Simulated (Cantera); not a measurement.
Charge: 1 mol BN, 16 mol F2, 76 mol H2, 15 mol H2O, held at 22.5 Torr.

Equilibrium computed with Cantera from the NASA thermochemical tables; the gas is ideal and each condensed phase is pure. Candidate condensed phases: B, BN, B2O3, B3O3H3, H2O; 62 gas species. Kinetics and transport are ignored. All values below are at 1550 °C.

Base state: H2 0.568, HF 0.288, H2O 0.128, BOF 0.00783, N2 0.00463, H 0.00189, HBO2 0.00134, BF3 5.03e-5 (mole fractions); condensed: gas only.

### Question
What changes in the equilibrium state with this change: H2 from 76 to 17 mol?

### Answer
```csv
species,before,after
HF,0.288,0.635
H2O,0.128,0.283
H2,0.568,0.0509
N2,0.00463,0.0102
BOF,0.00783,0.0172
HBO,1.69e-5,1.50e-6
OH,2.96e-5,0.000218
BF3,5.03e-5,0.000243
```
